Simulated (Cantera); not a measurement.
Input: 1 mol Cu, 1.5 mol NH3, 32 mol N2, at 1273 K and 24.8 Torr.

Method: chemical equilibrium by Gibbs-energy minimisation in Cantera with the NASA 1993 tables (ideal gas, pure condensed phases). Candidate condensed phases: Cu; 11 gas species. Rates play no part.

Base state: N2 0.936, H2 0.0643 (mole fractions); condensed: Cu(s).

Task: What changes in the equilibrium state with this change: NH3 from 1.5 to 4.4 mol?

Result: 
| species | before | after |
|---|---|---|
| N2 | 0.936 | 0.838 |
| H2 | 0.0643 | 0.162 |
| Cu(s), mol | 1.000 | 1.000 |
